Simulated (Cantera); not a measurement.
What does this Cantera script print?

```python
import numpy as np
import cantera as ct

gas_names = """
    H HO2 H2 H2O H2O2 Hg O OH O2 O3
""".split()
cond_names = """
    H2O(s) H2O(L) Hg(cr) Hg(L) HgO(s)
""".split()


# ... load() reads the species with a 1 bar reference pressure and builds the phases ...
atoms = {
    'HgO': {'Hg': 1, 'O': 1},
    'H2': {'H': 2},
}
top_T = {}  # K; cautious upper limits of use, not melting points


# ... equilibrate(T, P, feed) seeds the gas with the atoms and calls Mixture.equilibrate('TP', solver="vcs", rtol=1e-11, max_steps=5000) ...
results = []
feed = {'HgO': 1, 'H2': 0.6}  # mol
T = 900  # K
P = 100000  # Pa
mix = equilibrate(T, P, feed)
results.append((T, P, feed, dict(zip(mix.species_names, mix.species_moles))))
print(gas.report(threshold=0.0001))
for i in range(1, mix.n_phases):
    print(f"{mix.phase(i).name:16s} {mix.phase_moles(i):12.5e} mol")
```

Result:

```
       temperature   900 K
          pressure   1e+05 Pa
           density   1.617 kg/m^3
  mean mol. weight   121 kg/kmol
   phase of matter   gas

                          1 kg             1 kmol
                     ---------------   ---------------
          enthalpy       -2.4882e+05       -3.0107e+07  J
   internal energy       -3.1066e+05        -3.759e+07  J
           entropy            1822.9        2.2057e+05  J/K
    Gibbs function       -1.8894e+06       -2.2862e+08  J
 heat capacity c_p            237.14             28694  J/K
 heat capacity c_v            168.43             20380  J/K

                      mass frac. Y      mole frac. X     chem. pot. / RT
                     ---------------   ---------------   ---------------
               H2O          0.049628           0.33333            -57.96
                Hg           0.92099           0.55556            -14.52
                O2          0.029383           0.11111           -28.483
     [   +7 minor]        2.9426e-09        2.0689e-08

Hg(L)             0.00000e+00 mol
HgO(s)            0.00000e+00 mol
```

Method: chemical equilibrium by Gibbs-energy minimisation in Cantera with the NASA 1993 tables (ideal gas, pure condensed phases).
